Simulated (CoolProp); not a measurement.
Vapour-liquid equilibrium of isopentane (1) + toluene (2) at 89.55 °C; x and y are mole fractions of (1).

Computed with CoolProp (multi-fluid Helmholtz-energy mixture model, Lemmon 2006 and Lemmon 2006; pair parameters Bell 2016).

Q: Give the bubble pressure and the first vapour's composition at x = 0.05, 0.35, 0.5. Is there an azeotrope?

A: x = 0.05: 0.08533 MPa, y = 0.395; x = 0.35: 0.2702 MPa, y = 0.855; x = 0.5: 0.3468 MPa, y = 0.905. No azeotrope shows between x = 0.05 and 0.95.

Pair parameters are fitted to limited data, so mixtures are less certain than the pure fluids.
